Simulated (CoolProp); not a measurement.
R22 at several states: density (kg/m³) from the reference equation and from simpler models built on Tc = 96.1 °C, pc = 4.990 MPa, ω = 0.221; each cubic takes its own stable root.

Computed with CoolProp (reference Helmholtz-energy equation of state, Kamei 1995).

```
T (°C)  p (MPa)   phase  reference
------  -------  ------  ---------
77.55      0.93     gas      30.02
-64.15     18.9  liquid       1506
135.55   0.0601     gas      1.534
108.75    0.262     gas      7.252
```

Problem. How far does each simpler model (Soave-Redlich-Kwong, Peng-Robinson) lie from the reference over these 4 states: mean and median of the absolute difference, and the worst?

Solution. 
- Soave-Redlich-Kwong: mean 2.3 %, median 0.1 %, worst -9.0 % at -64.15 °C and 18.9 MPa
- Peng-Robinson: mean 0.8 %, median 0.4 %, worst +2.3 % at -64.15 °C and 18.9 MPa
